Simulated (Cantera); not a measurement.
Charge: 1 mol B2O3, 3 mol NF3, 11 mol O2, equilibrated at 1400 K and 370 Pa.

Equilibrium computed with Cantera from the NASA thermochemical tables; the gas is ideal and each condensed phase is pure. Candidate condensed phases: B, BN, B2O3; 31 gas species. Kinetics and transport are ignored.

Question: What is the equilibrium state?

Answer: 
```
Quantity                            Result
-------------------------------  ---------
x(O2)                                0.658
x(F)                                 0.158
x(BF3)                               0.105
x(N2)                               0.0787
x(NO)                             0.000405
x(F2)                              3.22e-5
x(O)                               1.26e-5
x(FO)                              1.98e-6
gas amount                       19.00 mol
log10 activity of B(s) (absent)     -32.22
```
